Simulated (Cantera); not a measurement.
# Carbon deposition, reforming and gasification: C3H6 + O2 + H2

Charge: 1 mol C3H6, 0.76 mol O2, 38 mol H2, equilibrated at 17.0 bar.

Equilibrium computed with Cantera from the NASA thermochemical tables; the gas is ideal and each condensed phase is pure. Candidate condensed phases: C, C6H6, C7H8, C8H18, H2O; 131 gas species. Ions and electrons are included (thermal ionisation). Equilibrium is a limit: real reactors are often held back by kinetics, nucleation or transport.

From 2000 K to 2500 K the condensed part is C(graphite). From 2750 K to 5000 K nothing is condensed. The main C-bearing gas is CO throughout.

| T (K) | log p H2 | log p H | log p CO | log p C2H2 (acetylene) | log p C | log p CH4 | n C(graphite) |
|---|---|---|---|---|---|---|---|
| 2000 | 1.21 | -2.18 | -0.21 | -1.90 | -10.52 | -0.95 | 1.13 |
| 2250 | 1.21 | -1.52 | -0.22 | -1.26 | -8.44 | -1.20 | 1.04 |
| 2500 | 1.21 | -1.00 | -0.22 | -0.76 | -6.78 | -1.41 | 0.481 |
| 2750 | 1.20 | -0.57 | -0.22 | -0.56 | -5.53 | -1.69 | 0 |
| 3000 | 1.19 | -0.21 | -0.22 | -0.56 | -4.57 | -2.00 | 0 |
| 3250 | 1.17 | 0.09 | -0.23 | -0.57 | -3.76 | -2.28 | 0 |
| 3500 | 1.14 | 0.34 | -0.25 | -0.60 | -3.07 | -2.55 | 0 |
| 3750 | 1.10 | 0.55 | -0.26 | -0.66 | -2.47 | -2.82 | 0 |
| 4000 | 1.04 | 0.72 | -0.29 | -0.75 | -1.97 | -3.11 | 0 |
| 4250 | 0.96 | 0.86 | -0.32 | -0.90 | -1.54 | -3.44 | 0 |
| 4500 | 0.85 | 0.96 | -0.36 | -1.14 | -1.20 | -3.83 | 0 |
| 4750 | 0.72 | 1.04 | -0.39 | -1.47 | -0.93 | -4.29 | 0 |
| 5000 | 0.58 | 1.10 | -0.43 | -1.90 | -0.75 | -4.81 | 0 |
log p: log10 of the partial pressure in bar; n: condensed amount in mol.
